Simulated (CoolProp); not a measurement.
A Linde-Hampson liquefier for methane: isothermal reversible compression at 200 K from 1 atm to 5 MPa, throttling to 1 atm, return gas leaving the recuperator 10 K below the feed. Each further row changes one setting.

Model: reference Helmholtz-energy equation of state, Setzmann 1991, in CoolProp.

| case | liquid yield per pass | compression work (kJ/kg of gas) |
|---|---|---|
| as stated | [?] | 367 |
| high pressure 10 MPa | [?] | 393 |
| warm-end temperature 230 K | 0.093 | [?] |
| warm-end gap 15 K | 0.184 | 367 |

Q: What belongs in the gaps?

A: 
- as stated, liquid yield per pass: 0.197
- high pressure 10 MPa, liquid yield per pass: 0.470
- warm-end temperature 230 K, compression work (kJ/kg of gas): 439
